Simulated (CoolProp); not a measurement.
Vapour-liquid equilibrium of dimethyl ether (1) + chloromethane (R40) (2) at 0.262 MPa; x and y are mole fractions of (1).

The numbers come from the multi-fluid Helmholtz-energy mixture model, Wu 2011 and Thol 2014; pair parameters Bell 2016 in CoolProp.

```json
[
 {"x": "0.05", "bubble temperature, mixture model (K)": "273.7", "bubble temperature, Raoult's law (K)": "273.4", "y, mixture model": "0.043", "y, Raoult's law": "0.051"},
 {"x": "0.2", "bubble temperature, mixture model (K)": "274.3", "bubble temperature, Raoult's law (K)": "273.3", "y, mixture model": "0.184", "y, Raoult's law": "0.205"},
 {"x": "0.35", "bubble temperature, mixture model (K)": "274.6", "bubble temperature, Raoult's law (K)": "273.2", "y, mixture model": "0.341", "y, Raoult's law": "0.356"},
 {"x": "0.5", "bubble temperature, mixture model (K)": "274.7", "bubble temperature, Raoult's law (K)": "273.0", "y, mixture model": "0.505", "y, Raoult's law": "0.507"},
 {"x": "0.65", "bubble temperature, mixture model (K)": "274.4", "bubble temperature, Raoult's law (K)": "272.9", "y, mixture model": "0.669", "y, Raoult's law": "0.656"},
 {"x": "0.8", "bubble temperature, mixture model (K)": "273.8", "bubble temperature, Raoult's law (K)": "272.8", "y, mixture model": "0.824", "y, Raoult's law": "0.804"},
 {"x": "0.95", "bubble temperature, mixture model (K)": "273.0", "bubble temperature, Raoult's law (K)": "272.7", "y, mixture model": "0.960", "y, Raoult's law": "0.951"}
]
```

The largest gap from Raoult's law is +1.7 K in bubble temperature, at x = 0.5. y crosses x between x = 0.35 and 0.5: the model has an azeotrope there.

Pair parameters are fitted to limited data, so mixtures are less certain than the pure fluids.
